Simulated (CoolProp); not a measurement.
Vapour-liquid equilibrium of cyclopropane (1) + R134a (2) at 0.874 MPa; x and y are mole fractions of (1).

Values from CoolProp's multi-fluid Helmholtz-energy mixture model, Polt 1992 and Tillner-Roth 1994; pair parameters Bell 2016. This equation is an older, rougher fit; its heat capacities, sound speeds and derivatives of the liquid may be far off and weren't checked against measurements.

Q: Give the bubble temperature and the first vapour's composition at x = 0.125, 0.2, 0.425. Is there an azeotrope?

A: x = 0.125: 28.3 °C, y = 0.233; x = 0.2: 25.9 °C, y = 0.325; x = 0.425: 22.6 °C, y = 0.492. y crosses x between x = 0.5 and 0.575: the model has an azeotrope there.

Pair parameters are fitted to limited data, so mixtures are less certain than the pure fluids.
